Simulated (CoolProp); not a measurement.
A single-stage vapour-compression cycle with R365MFC: evaporating at 294.15 K (dew point), condensing at 352.15 K (bubble point), superheat 8 K, subcooling 5 K, compressor efficiency 0.8, no pressure losses. Each further row changes one setting.

Computed with CoolProp (reference Helmholtz-energy equation of state, Lemmon 2016).

| case | cooling COP | pressure ratio | discharge temperature (K) | refrigerating effect (kJ/kg) | volumetric capacity (kJ/m³) |
|---|---|---|---|---|---|
| as stated | … | 7.11 | 352.2 | 129 | 377 |
| evaporating temperature 299.15 K | 3.60 | 5.79 | 352.2 | 134 | … |
| condensing temperature 347.15 K | 3.57 | 6.18 | 347.1 | 137 | 398 |
| subcooling 10 K | 3.32 | 7.11 | 352.2 | 137 | 398 |
| superheat 18 K | 3.24 | 7.11 | 358.9 | … | … |
| compressor efficiency 0.7 | 2.75 | 7.11 | … | 129 | 377 |

Q: Complete the blanks.

A: 
- as stated, cooling COP: 3.14
- evaporating temperature 299.15 K, volumetric capacity (kJ/m³): 473
- superheat 18 K, refrigerating effect (kJ/kg): 140
- superheat 18 K, volumetric capacity (kJ/m³): 392
- compressor efficiency 0.7, discharge temperature (K): 353.7

The compression ends wet for: as stated; evaporating temperature 299.15 K; condensing temperature 347.15 K; subcooling 10 K.
